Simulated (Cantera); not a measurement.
A closed system holds: 1 mol V, 0.34 mol N2O, 38 mol H2, held at 2450 K and 0.230 Pa.

Equilibrium computed with Cantera from the NASA thermochemical tables; the gas is ideal and each condensed phase is pure. Candidate condensed phases: H2O, V, VN, VO, V2O3, V2O4, V2O5; 28 gas species. Kinetics and transport are ignored.

Base state: H 0.974, V 0.0121, H2 0.00540, N2 0.00440, O 0.00346, VO 0.000893, OH 2.89e-5 (mole fractions); condensed: gas only.

**Question.** What changes in the equilibrium state with this change: temperature from 2450 K to 2250 K?

**Answer.** 
| species | before | after |
|---|---|---|
| H | 0.974 | 0.944 |
| H2 | 0.00540 | 0.0372 |
| V | 0.0121 | 0.00994 |
| O | 0.00346 | 0.000892 |
| H2O | 8.22e-7 | 1.33e-5 |
| VO2 | 9.76e-6 | 0.000136 |
| VO | 0.000893 | 0.00333 |
| OH | 2.89e-5 | 5.09e-5 |
| N2 | 0.00440 | 0.00455 |
